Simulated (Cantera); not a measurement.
NO annealing gas

An isothermal, constant-pressure homogeneous reactor starts with 55.9 % NO, 44.1 % N2, at 2025 K and 1330 Pa.

Detailed kinetics in Cantera: GRI-Mech 3.0 (53 species, 325 reactions). Radical loss at walls, strong at low pressure, is not modelled.

```csv
t (s),x NO,x N2,x O,x NO2,x N2O,x O2
0.000700,0.559,0.441,4.09e-6,1.09e-8,3.99e-6,1.82e-8
0.00198,0.559,0.441,1.18e-5,7.99e-8,1.10e-5,1.47e-7
0.00558,0.559,0.441,3.50e-5,5.09e-7,2.90e-5,1.23e-6
0.0158,0.558,0.441,0.000110,2.45e-6,6.76e-5,1.11e-5
0.0445,0.558,0.442,0.000347,7.59e-6,0.000115,0.000111
0.126,0.556,0.442,0.000776,1.34e-5,0.000116,0.000929
0.355,0.548,0.446,0.00104,1.82e-5,0.000103,0.00465
1.00,0.524,0.458,0.00130,2.72e-5,8.76e-5,0.0167
2.83,0.446,0.497,0.00188,4.14e-5,5.55e-5,0.0548
8.00,0.247,0.596,0.00285,3.96e-5,1.40e-5,0.154
```
x: mole fraction; the columns are a selection and need not sum to one.

Equilibrium at this temperature and pressure: NO 0.00893, N2 0.715, O 0.00368, NO2 1.94e-6, N2O 5.51e-8, O2 0.273 (gas phase only).
